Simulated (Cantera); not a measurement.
## PbO + CO + N2 (iron carbonyl, mercury and lead vapours)

Feed: 1 mol PbO, a varied amount of CO, 16 mol N2, held at 527 °C and 75.0 Torr.

Method: chemical equilibrium by Gibbs-energy minimisation in Cantera with the NASA 1993 tables (ideal gas, pure condensed phases). Candidate condensed phases: C, Pb, PbO, PbO2, Pb3O4; 27 gas species. Rates play no part.

From 0.43 mol CO to 0.92 mol CO the condensed part is Pb(l) + PbO(yellow). From 1 mol CO to 1.9 mol CO the condensed part is Pb(l). The main Pb-bearing gas is Pb throughout.

```json
[
 {"n(CO) (mol)": "0.43", "log p N2": "-1.01", "log p CO2": "-2.58", "log p CO": "-7.41", "log p Pb": "-7.21", "n Pb(l)": "0.430", "n PbO(yellow)": "0.570"},
 {"n(CO) (mol)": "0.49", "log p N2": "-1.01", "log p CO2": "-2.53", "log p CO": "-7.35", "log p Pb": "-7.21", "n Pb(l)": "0.490", "n PbO(yellow)": "0.510"},
 {"n(CO) (mol)": "0.56", "log p N2": "-1.01", "log p CO2": "-2.47", "log p CO": "-7.30", "log p Pb": "-7.21", "n Pb(l)": "0.560", "n PbO(yellow)": "0.440"},
 {"n(CO) (mol)": "0.63", "log p N2": "-1.02", "log p CO2": "-2.42", "log p CO": "-7.25", "log p Pb": "-7.21", "n Pb(l)": "0.630", "n PbO(yellow)": "0.370"},
 {"n(CO) (mol)": "0.72", "log p N2": "-1.02", "log p CO2": "-2.37", "log p CO": "-7.19", "log p Pb": "-7.21", "n Pb(l)": "0.720", "n PbO(yellow)": "0.280"},
 {"n(CO) (mol)": "0.81", "log p N2": "-1.02", "log p CO2": "-2.32", "log p CO": "-7.14", "log p Pb": "-7.21", "n Pb(l)": "0.810", "n PbO(yellow)": "0.190"},
 {"n(CO) (mol)": "0.92", "log p N2": "-1.02", "log p CO2": "-2.26", "log p CO": "-7.09", "log p Pb": "-7.21", "n Pb(l)": "0.920", "n PbO(yellow)": "0.0800"},
 {"n(CO) (mol)": "1", "log p N2": "-1.03", "log p CO2": "-2.23", "log p CO": "-7.06", "log p Pb": "-7.21", "n Pb(l)": "1.000", "n PbO(yellow)": "0"},
 {"n(CO) (mol)": "1.2", "log p N2": "-1.03", "log p CO2": "-2.24", "log p CO": "-2.93", "log p Pb": "-7.21", "n Pb(l)": "1.000", "n PbO(yellow)": "0"},
 {"n(CO) (mol)": "1.3", "log p N2": "-1.03", "log p CO2": "-2.24", "log p CO": "-2.76", "log p Pb": "-7.21", "n Pb(l)": "1.000", "n PbO(yellow)": "0"},
 {"n(CO) (mol)": "1.5", "log p N2": "-1.04", "log p CO2": "-2.24", "log p CO": "-2.54", "log p Pb": "-7.21", "n Pb(l)": "1.000", "n PbO(yellow)": "0"},
 {"n(CO) (mol)": "1.7", "log p N2": "-1.04", "log p CO2": "-2.25", "log p CO": "-2.40", "log p Pb": "-7.21", "n Pb(l)": "1.000", "n PbO(yellow)": "0"},
 {"n(CO) (mol)": "1.9", "log p N2": "-1.05", "log p CO2": "-2.25", "log p CO": "-2.30", "log p Pb": "-7.21", "n Pb(l)": "1.000", "n PbO(yellow)": "0"}
]
```
log p: log10 of the partial pressure in bar; n: condensed amount in mol.
